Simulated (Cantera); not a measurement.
Cantera run:

```python
import numpy as np
import cantera as ct

gas_names = """
    H HO2 H2 H2O H2O2 Nb NbO NbO2 O OH O2 O3
""".split()
cond_names = """
    H2O(s) H2O(L) Nb(cr) Nb(L) NbO(s) NbO(L) NbO2(I) NbO2(II) NbO2(III) NbO2(L) Nb2O5(s) Nb2O5(L)
""".split()


# ... load() reads the species with a 1 bar reference pressure and builds the phases ...
atoms = {
    'Nb': {'Nb': 1},
    'O2': {'O': 2},
    'H2': {'H': 2},
}
top_T = {}  # K; cautious upper limits of use, not melting points


# ... equilibrate(T, P, feed) seeds the gas with the atoms and calls Mixture.equilibrate('TP', solver="vcs", rtol=1e-11, max_steps=5000) ...
results = []
P = 720000  # Pa
for T in [1325, 1425, 1525, 1625, 1725, 1825, 1925, 2025, 2125, 2225]:
    for m in [0.015, 0.02, 0.025, 0.032, 0.041, 0.053, 0.068, 0.087]:
        feed = {'Nb': 1, 'O2': m, 'H2': 240}  # mol
        mix = equilibrate(T, P, feed)
        results.append((T, P, feed, dict(zip(mix.species_names, mix.species_moles))))

for T, P, feed, n in results:
    print(f"{T:7g} {feed['O2']:10.4g}  " + (" + ".join(c for c in cond_names if n.get(c, 0) > 1e-12) or "gas only"))
```

It prints:

```
   1325      0.015  Nb(cr) + NbO(s)
   1325       0.02  Nb(cr) + NbO(s)
   1325      0.025  Nb(cr) + NbO(s)
   1325      0.032  Nb(cr) + NbO(s)
   1325      0.041  Nb(cr) + NbO(s)
   1325      0.053  Nb(cr) + NbO(s)
   1325      0.068  Nb(cr) + NbO(s)
   1325      0.087  Nb(cr) + NbO(s)
   1425      0.015  Nb(cr) + NbO(s)
   1425       0.02  Nb(cr) + NbO(s)
   1425      0.025  Nb(cr) + NbO(s)
   1425      0.032  Nb(cr) + NbO(s)
   1425      0.041  Nb(cr) + NbO(s)
   1425      0.053  Nb(cr) + NbO(s)
   1425      0.068  Nb(cr) + NbO(s)
   1425      0.087  Nb(cr) + NbO(s)
   1525      0.015  Nb(cr) + NbO(s)
   1525       0.02  Nb(cr) + NbO(s)
   1525      0.025  Nb(cr) + NbO(s)
   1525      0.032  Nb(cr) + NbO(s)
   1525      0.041  Nb(cr) + NbO(s)
   1525      0.053  Nb(cr) + NbO(s)
   1525      0.068  Nb(cr) + NbO(s)
   1525      0.087  Nb(cr) + NbO(s)
   1625      0.015  Nb(cr)
   1625       0.02  Nb(cr) + NbO(s)
   1625      0.025  Nb(cr) + NbO(s)
   1625      0.032  Nb(cr) + NbO(s)
   1625      0.041  Nb(cr) + NbO(s)
   1625      0.053  Nb(cr) + NbO(s)
   1625      0.068  Nb(cr) + NbO(s)
   1625      0.087  Nb(cr) + NbO(s)
   1725      0.015  Nb(cr)
   1725       0.02  Nb(cr)
   1725      0.025  Nb(cr)
   1725      0.032  Nb(cr)
   1725      0.041  Nb(cr) + NbO(s)
   1725      0.053  Nb(cr) + NbO(s)
   1725      0.068  Nb(cr) + NbO(s)
   1725      0.087  Nb(cr) + NbO(s)
   1825      0.015  Nb(cr)
   1825       0.02  Nb(cr)
   1825      0.025  Nb(cr)
   1825      0.032  Nb(cr)
   1825      0.041  Nb(cr)
   1825      0.053  Nb(cr)
   1825      0.068  Nb(cr)
   1825      0.087  Nb(cr) + NbO(s)
   1925      0.015  Nb(cr)
   1925       0.02  Nb(cr)
   1925      0.025  Nb(cr)
   1925      0.032  Nb(cr)
   1925      0.041  Nb(cr)
   1925      0.053  Nb(cr)
   1925      0.068  Nb(cr)
   1925      0.087  Nb(cr)
   2025      0.015  Nb(cr)
   2025       0.02  Nb(cr)
   2025      0.025  Nb(cr)
   2025      0.032  Nb(cr)
   2025      0.041  Nb(cr)
   2025      0.053  Nb(cr)
   2025      0.068  Nb(cr)
   2025      0.087  Nb(cr)
   2125      0.015  Nb(cr)
   2125       0.02  Nb(cr)
   2125      0.025  Nb(cr)
   2125      0.032  Nb(cr)
   2125      0.041  Nb(cr)
   2125      0.053  Nb(cr)
   2125      0.068  Nb(cr)
   2125      0.087  Nb(cr)
   2225      0.015  Nb(cr)
   2225       0.02  Nb(cr)
   2225      0.025  Nb(cr)
   2225      0.032  Nb(cr)
   2225      0.041  Nb(cr)
   2225      0.053  Nb(cr)
   2225      0.068  Nb(cr)
   2225      0.087  Nb(cr)
```

These are equilibrium values from Cantera (NASA tables, ideal gas, pure condensed phases), not measurements of a reactor. Mutual solubility and eutectic melting of coexisting phases are not modelled. NbO: taken at fixed stoichiometry. Condensed phases not in the tables: N, O or C dissolved in the metal.
